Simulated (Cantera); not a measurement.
Input: 1 mol AlCl3, a varied amount of N2, 140 mol H2, held at 750 °C and 0.340 bar.

Equilibrium computed with Cantera from the NASA thermochemical tables; the gas is ideal and each condensed phase is pure. Candidate condensed phases: Al, AlCl3, AlN, NH4Cl; 20 gas species. The numbers say what is thermodynamically allowed, not how fast it happens.

Task: At 3.7 mol N2, list the 5 most abundant gas species with their mole fractions, and the condensed phases.

Result: H2 0.958, N2 0.0224, HCl 0.0191, AlCl3 0.000544, NH3 2.39e-5. Condensed: AlN(s).
